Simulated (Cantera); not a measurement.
Cantera run:

```python
import numpy as np
import cantera as ct

gas_names = """
    Mg MgN MgO Mg2 N NO NO2 NO3 N2 N2O O O2 O3
""".split()
cond_names = """
    Mg(cr) Mg(L) MgO(s) MgO(L)
""".split()


def load(file, names, dense=False):
    # The tables refer to 1 bar. Condensed volumes are neglected.
    table = {s.name: s for s in ct.Species.list_from_file(file)}
    out = []
    for n in names:
        d = dict(table[n].input_data)
        d["thermo"] = dict(d["thermo"], **{"reference-pressure": 1e5})
        if dense:
            d["equation-of-state"] = {"model": "constant-volume", "density": "1e6 g/cm^3"}
        out.append(ct.Species.from_dict(d))
    return out


gas = ct.Solution(thermo="ideal-gas", species=load("nasa_gas.yaml", gas_names))
cond = {s.name: ct.Solution(thermo="fixed-stoichiometry", species=[s], name=s.name)
        for s in load("nasa_condensed.yaml", cond_names, dense=True)}
atoms = {
    'MgO': {'Mg': 1, 'O': 1},
    'O2': {'O': 2},
    'N2': {'N': 2},
}
top_T = {}  # K; cautious upper limits of use, not melting points


def equilibrate(T, P, feed):
    n = {}
    for name, mol in feed.items():
        for a, k in atoms[name].items():
            n[a] = n.get(a, 0.0) + k * mol
    gas.TPX = T, P, n
    mass = sum(n.values()) * gas.mean_molecular_weight
    gas.equilibrate("TP")
    valid = [c for c in cond.values() if c.min_temp <= T <= top_T.get(c.name, c.max_temp)]
    mix = ct.Mixture([(gas, mass / gas.mean_molecular_weight)] + [(c, 0.0) for c in valid])
    mix.T, mix.P = T, P
    mix.equilibrate("TP", solver="vcs", rtol=1e-11, max_steps=5000)
    return mix


results = []
feed = {'MgO': 1, 'O2': 6.3, 'N2': 33}  # mol
T = 1225  # K
P = 820000  # Pa
mix = equilibrate(T, P, feed)
results.append((T, P, feed, dict(zip(mix.species_names, mix.species_moles))))
x = sorted(zip(gas.X, gas.species_names), reverse=True)
print(f"T = {T:g} K  P = {P:g} Pa  gas = {mix.phase_moles(0):.4g} mol")
print("   x: " + "  ".join(f"{s} {v:.3e}" for v, s in x if v > 0.001))
print("   condensed (mol): " + ("  ".join(f"{mix.phase(i).name} {mix.phase_moles(i):.4g}"
      for i in range(1, mix.n_phases) if mix.phase_moles(i) > 1e-12) or "none"))
```

It prints:

```
T = 1225 K  P = 820000 Pa  gas = 39.3 mol
   x: N2 8.396e-01  O2 1.602e-01
   condensed (mol): MgO(s) 1
```

Equilibrium computed with Cantera from the NASA thermochemical tables; the gas is ideal and each condensed phase is pure.
